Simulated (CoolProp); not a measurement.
Saturation properties of n-undecane.

Computed with CoolProp (reference Helmholtz-energy equation of state, Aleksandrov 2011). It is a short technical equation, of lower accuracy than the large ones.

| T (°C) | p (MPa) | liquid density (kg/m³) | vapour density (kg/m³) | liquid cp (kJ/(kg K)) | surface tension (mN/m) |
|---|---|---|---|---|---|
| 147.65 | 0.02627 | 640.9 | 1.207 | 2.681 | 13.5 |
| 163.65 | ? | 627.5 | 1.919 | 2.747 | ? |
| 179.65 | 0.06705 | ? | 2.937 | 2.814 | 10.9 |
| 195.65 | 0.1010 | 599.5 | 4.350 | 2.882 | 9.69 |
| 211.65 | 0.1472 | 584.6 | 6.268 | 2.951 | 8.50 |
| 227.65 | 0.2086 | 568.9 | 8.829 | ? | 7.36 |
| 243.65 | 0.2881 | ? | 12.21 | ? | 6.25 |
| 259.65 | 0.3893 | ? | 16.65 | ? | 5.19 |
| 275.75 | 0.5170 | 515.5 | 22.52 | 3.261 | 4.18 |
| 291.75 | 0.6739 | 494.4 | 30.27 | 3.360 | 3.23 |
| 307.75 | 0.8659 | 470.7 | 40.76 | 3.484 | 2.34 |
| 323.75 | 1.099 | 442.9 | 55.57 | 3.660 | 1.53 |

Task: What belongs in the gaps?

Result: 
- 163.65, p (MPa): 0.04288
- 163.65, surface tension (mN/m): 12.2
- 179.65, liquid density (kg/m³): 613.8
- 227.65, liquid cp (kJ/(kg K)): 3.022
- 243.65, liquid density (kg/m³): 552.4
- 243.65, liquid cp (kJ/(kg K)): 3.096
- 259.65, liquid density (kg/m³): 534.7
- 259.65, liquid cp (kJ/(kg K)): 3.174

It boils at 195.8 °C under 1 atm.

Surface tension comes from a separate correlation (Mulero 2014).
